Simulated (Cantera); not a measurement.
Feed: 1 mol Al(CH3)3, 1.1 mol N2O, 1.1 mol N2, 0.35 mol NH3, held at 9.75 Torr.

These are equilibrium values from Cantera (NASA tables, ideal gas, pure condensed phases), not measurements of a reactor. Candidate condensed phases: Al, AlN, Al2O3, C, C6H6, C7H8, C8H18, H2O; 148 gas species. The feed counts by its element totals alone. Mutual solubility and eutectic melting of coexisting phases are not modelled. The numbers say what is thermodynamically allowed, not how fast it happens.

Q: At 1475 K, list the 6 most abundant gas species with their mole fractions, and the condensed phases.

A: H2 0.636, N2 0.244, CO 0.119, HCN 0.000348, H 9.08e-5, CH4 1.53e-5. Condensed: AlN(s) + Al2O3(s) + C(graphite).
